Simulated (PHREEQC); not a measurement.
Solution (25 °C): 0.29 mmol/kgw SrCl2, 0.37 mmol/kgw Na2CO3 and 0.0034 mmol/kgw H4SiO4. Closed to the air; pH follows from the charge balance.

All values are PHREEQC results (Pitzer model, pitzer.dat), not measurements.

Question: The ionic strength comes out as 0.00179 mol/kgw. What activity coefficients do Cl-, H3SiO4-, OH-, HCO3-, Sr+2 get?

Answer: Cl- 0.95, H3SiO4- 0.95, OH- 0.95, HCO3- 0.96, Sr+2 0.82. Single-ion values are on the MacInnes scale.

Precipitation was switched off in this run. Complexes and solids missing from the database can't appear.
